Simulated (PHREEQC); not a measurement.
Dissolve 0.0064 mol/kgw KOH, 0.27 mol/kgw Fe(NO3)3 and 8.9e-05 mol/kgw CuSO4 at 25 °C. Closed to the air; pH follows from the charge balance.

Equilibrium calculation in PHREEQC: ion-association model, wateq4f.dat.

Each row changes one thing in this solution. This is a speciation only: nothing precipitates in the calculation.

```json
[
 {"case": "as made", "pH": "1.68", "ionic strength (mol/kgw)": "1.56", "SO4-2 (mol/kgw)": "2.56e-6", "SI of Chalcanthite (CuSO4:5H2O)": "-8.68", "SI of Tenorite (CuO)": "-9.05"},
 {"case": "Fe(NO3)3 from 0.27 to 0.405 mol/kgw", "pH": "1.62", "ionic strength (mol/kgw)": "2.35", "SO4-2 (mol/kgw)": "2.26e-6", "SI of Chalcanthite (CuSO4:5H2O)": "-8.88", "SI of Tenorite (CuO)": "-9.23"},
 {"case": "temperature from 25 to 75 °C", "pH": "1.20", "ionic strength (mol/kgw)": "1.45", "SO4-2 (mol/kgw)": "1.46e-6", "SI of Chalcanthite (CuSO4:5H2O)": "-9.19", "SI of Tenorite (CuO)": "-8.47"},
 {"case": "KOH left out", "pH": "1.64", "ionic strength (mol/kgw)": "1.57", "SO4-2 (mol/kgw)": "2.52e-6", "SI of Chalcanthite (CuSO4:5H2O)": "-8.69", "SI of Tenorite (CuO)": "-9.14"},
 {"case": "Fe(NO3)3 left out", "pH": "11.76", "ionic strength (mol/kgw)": "0.00648", "SO4-2 (mol/kgw)": "8.62e-5", "SI of Chalcanthite (CuSO4:5H2O)": "-15.47", "SI of Tenorite (CuO)": "+1.99"},
 {"case": "temperature from 25 to 30 °C", "pH": "1.62", "ionic strength (mol/kgw)": "1.55", "SO4-2 (mol/kgw)": "2.38e-6", "SI of Chalcanthite (CuSO4:5H2O)": "-8.74", "SI of Tenorite (CuO)": "-9.00"},
 {"case": "CuSO4 from 8.9e-05 to 0.00089 mol/kgw", "pH": "1.68", "ionic strength (mol/kgw)": "1.56", "SO4-2 (mol/kgw)": "2.57e-5", "SI of Chalcanthite (CuSO4:5H2O)": "-6.68", "SI of Tenorite (CuO)": "-8.05"},
 {"case": "diluted 100-fold with water", "pH": "2.71", "ionic strength (mol/kgw)": "0.0127", "SO4-2 (mol/kgw)": "2.64e-7", "SI of Chalcanthite (CuSO4:5H2O)": "-10.37", "SI of Tenorite (CuO)": "-8.43"}
]
```

The ionic strength passes 0.7 mol/kgw, the rough limit of the ion-association models, in as made; Fe(NO3)3 from 0.27 to 0.405 mol/kgw; temperature from 25 to 75 °C; KOH left out; temperature from 25 to 30 °C; CuSO4 from 8.9e-05 to 0.00089 mol/kgw. Some of these states are supersaturated (in Hematite (slow to form), Goethite (slow to form), Cu(OH)2, for instance). Constants without temperature data keep their 25 °C values here. The database's constant for dissolved Cu(OH)2 is higher than later reviews accept.
